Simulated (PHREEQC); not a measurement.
Make-up at 50 °C: 0.23 mol KH2PO4, 0.047 mol NaOH and 0.00017 mol NiSO4 per kg of water. Closed to the air; pH follows from the charge balance.

All values are PHREEQC results (ion-association model, wateq4f.dat), not measurements.

```json
[
 {"quantity": "pH", "before": "6.04", "after": "4.41"},
 {"quantity": "ionic strength (mol/kgw)", "before": "0.315", "after": "0.232"},
 {"quantity": "SO4-2 (mol/kgw)", "before": "0.000107", "after": "0.000106"},
 {"quantity": "KSO4- (mol/kgw)", "before": "5.57e-5", "after": "6.36e-5"},
 {"quantity": "NiSO4 (mol/kgw)", "before": "2.55e-7", "after": "3.02e-7"},
 {"quantity": "HSO4- (mol/kgw)", "before": "5.84e-9", "after": "2.70e-7"},
 {"quantity": "SI of Morenosite (NiSO4:7H2O)", "before": "-6.77", "after": "-6.70"}
]
```

### Question
Name the change that produced these shifts.
A. KH2PO4 from 0.23 to 0.207 mol/kgw
B. 0.037 mol/kgw CsOH added
C. NaOH left out
D. diluted 2-fold with water
E. diluted 100-fold with water

### Answer
C, NaOH left out

This is a speciation only: nothing precipitates in the calculation. H3PO4, which wateq4f.dat lacks, is added to it with the constant of phreeqc.dat. Constants without temperature data keep their 25 °C values here. The database has no phosphate complexes of Ni.
